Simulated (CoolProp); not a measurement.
Vapour-liquid equilibrium of carbon dioxide (1) + R124 (2) at 0.703 MPa; x and y are mole fractions of (1).

Model: multi-fluid Helmholtz-energy mixture model, Span 1996 and de Vries 1995; pair parameters Bell 2016, in CoolProp.

```tsv
x	bubble temperature, mixture model (K)	bubble temperature, Raoult's law (K)	y, mixture model	y, Raoult's law
0.05	303.9	299.1	0.346	0.468
0.15	280.7	275.3	0.703	0.787
0.25	265.8	261.2	0.843	0.892
0.35	255.6	251.7	0.907	0.938
0.45	248.0	244.7	0.943	0.962
0.55	241.9	239.2	0.964	0.977
0.65	236.7	234.8	0.978	0.986
0.75	232.4	231.1	0.988	0.992
0.85	228.6	227.9	0.994	0.996
0.95	225.3	225.1	0.998	0.999
```

The largest gap from Raoult's law is +5.4 K in bubble temperature, at x = 0.15. No azeotrope shows between x = 0.05 and 0.95.

The pair parameters rest on a limited set of measurements; away from them the model extrapolates.
